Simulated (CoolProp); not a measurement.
Vapour-liquid equilibrium of propylene (1) + R142b (2) at 246.2 K; x and y are mole fractions of (1).

Values from CoolProp's multi-fluid Helmholtz-energy mixture model, Lemmon 2013 and Lemmon 2006; pair parameters Bell 2016.

```csv
x,"bubble pressure, mixture model (MPa)","bubble pressure, Raoult's law (MPa)","y, mixture model","y, Raoult's law"
0.05,0.05808,0.05583,0.239,0.213
0.125,0.07577,0.07017,0.458,0.423
0.2,0.09306,0.08452,0.592,0.562
0.275,0.1097,0.09887,0.682,0.661
0.35,0.1254,0.1132,0.746,0.734
0.425,0.1402,0.1276,0.795,0.791
0.5,0.1542,0.1419,0.833,0.837
0.575,0.1674,0.1563,0.865,0.874
0.65,0.1800,0.1706,0.892,0.905
0.725,0.1922,0.1849,0.917,0.931
0.8,0.2043,0.1993,0.939,0.954
0.875,0.2165,0.2136,0.962,0.973
0.95,0.2290,0.2280,0.984,0.990
```

The largest gap from Raoult's law is +11.0 % in bubble pressure, at x = 0.275. No azeotrope shows between x = 0.05 and 0.95.

The pair parameters rest on a limited set of measurements; away from them the model extrapolates.
